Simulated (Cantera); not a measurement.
# Gas-phase reforming

An isothermal, constant-pressure homogeneous reactor starts with CH4 : H2O : H2 = 1 : 0.3 : 0.11 (molar parts), at 1875 K and 10.0 bar.

Detailed kinetics in Cantera: GRI-Mech 3.0 (53 species, 325 reactions). GRI-Mech 3.0 stops at C3 and has no aromatics, soot or wall deposition, so with more carbon than oxygen in the feed, carbon stays in small species such as C2H2 where larger ones or solid carbon would form.

```
t (s)      x CH4     x H2O   x H2       x H   x CH2O   x HO2
--------  ------  --------  -----  --------  -------  ------
2.00e-5    0.630     0.207  0.132   4.83e-5  2.48e-5  <1e-12
6.32e-5    0.490     0.190  0.247   7.57e-5  1.69e-5  <1e-12
0.000200   0.310     0.164  0.404  0.000110  7.52e-6  <1e-12
0.000632   0.163     0.141  0.531  0.000140  3.10e-6  <1e-12
0.00200   0.0860     0.121  0.603  0.000160  1.41e-6  <1e-12
0.00632   0.0706    0.0933  0.636  0.000167  9.13e-7  <1e-12
0.0200    0.0677    0.0494  0.671  0.000171  5.78e-7  <1e-12
0.0632    0.0643    0.0109  0.702  0.000175  3.86e-7  <1e-12
0.200     0.0632  0.000197  0.711  0.000176  3.48e-7  <1e-12
0.632     0.0631   7.91e-6  0.711  0.000176  3.47e-7  <1e-12
2.00      0.0631   7.91e-6  0.711  0.000176  3.47e-7  <1e-12
6.32      0.0631   7.91e-6  0.711  0.000176  3.47e-7  <1e-12
20.0      0.0631   7.91e-6  0.711  0.000176  3.47e-7  <1e-12
```
x: mole fraction; the columns are a selection and need not sum to one.

Equilibrium at this temperature and pressure: CH4 0.0631, H2O 8.02e-6, H2 0.711, H 0.000176, CH2O 3.47e-7, HO2 <1e-12 (gas phase only).
